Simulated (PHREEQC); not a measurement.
30 mol of Gypsum (CaSO4:2H2O) is brought to equilibrium with 1 kg of water holding 0.046 mol/kgw CaCl2, at 25 °C and several pressures. CO2 from the air is kept out. Solids allowed: Gypsum. Others were left out.

The numbers come from PHREEQC with the Pitzer model, pitzer.dat.

```
P (atm)  dissolved Ca (mol/kgw)  dissolved S (mol/kgw)
-------  ----------------------  ---------------------
1                        0.0556                0.00964
50                       0.0563                 0.0103
100                      0.0570                 0.0110
200                      0.0584                 0.0124
300                      0.0598                 0.0139
400                      0.0612                 0.0153
500                      0.0626                 0.0167
600                      0.0640                 0.0180
800                      0.0666                 0.0206
1000                     0.0689                 0.0229
```
